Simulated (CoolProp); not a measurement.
The fluid at 298.15 K and 9.26 MPa is throttled through a valve to 3.13 MPa with no heat exchange. The same conditions are run with several fluids, on thermodynamics alone (safety and materials aside).

Computed with CoolProp (reference Helmholtz-energy equation of state of each fluid (carbon monoxide: Lemmon 2006; CF4 (R14): Platzer 1990; dry air: Lemmon 2000; oxygen: Schmidt 1985; methane: Setzmann 1991)). The equations of Platzer and Polt are older, rougher fits. Blends and air are pseudo-pure fits.

Question: Rank carbon monoxide, CF4 (R14), dry air, oxygen, methane by temperature change (K), highest first.

Answer: dry air (-11.6), carbon monoxide (-12.5), oxygen (-14.9), methane (-25.8), CF4 (R14) (-34.4)

| fluid | final density (kg/m³) |
|---|---|
| carbon monoxide | 37.4 |
| CF4 (R14) | 155 |
| dry air | 38.5 |
| oxygen | 43.6 |
| methane | 24.0 |
